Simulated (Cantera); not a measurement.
Feed: 1 mol B2O3, 5.1 mol HCl, 0.11 mol O2, 2 mol F2, at 1848 K and 14.0 Pa.

Method: chemical equilibrium by Gibbs-energy minimisation in Cantera with the NASA 1993 tables (ideal gas, pure condensed phases). Candidate condensed phases: B, B2O3, B3O3H3, H2O; 56 gas species. The tables' values for BOCl are old estimates; treat these amounts as uncertain. The numbers say what is thermodynamically allowed, not how fast it happens.

Base state: Cl 0.276, HCl 0.237, HF 0.212, BOF 0.191, O2 0.0410, H2O 0.0248, HBO2 0.00867, O 0.00324 (mole fractions); condensed: gas only.

Problem. What changes in the equilibrium state with this change: HCl from 5.1 to 77 mol?

Solution. 
```
species    before    after
-------  --------  -------
HCl         0.237    0.759
Cl          0.276    0.134
H2       0.000862   0.0371
HF          0.212   0.0272
BOF         0.191   0.0192
O2         0.0410  4.22e-6
H2O        0.0248   0.0108
BF3       1.30e-5  4.94e-8
ClO       1.13e-5  5.57e-8
```

Problem. What changes in the equilibrium state with this change: temperature from 1848 K to 1648.15 K?

Solution. 
```json
[
 {"species": "HCl", "before": "0.237", "after": "0.283"},
 {"species": "Cl", "before": "0.276", "after": "0.237"},
 {"species": "HF", "before": "0.212", "after": "0.209"},
 {"species": "H2O", "before": "0.0248", "after": "0.0120"},
 {"species": "O2", "before": "0.0410", "after": "0.0536"},
 {"species": "BOF", "before": "0.191", "after": "0.199"},
 {"species": "BO", "before": "2.44e-5", "after": "4.98e-7"},
 {"species": "H", "before": "0.00132", "after": "5.34e-5"},
 {"species": "H2", "before": "0.000862", "after": "5.02e-5"}
]
```
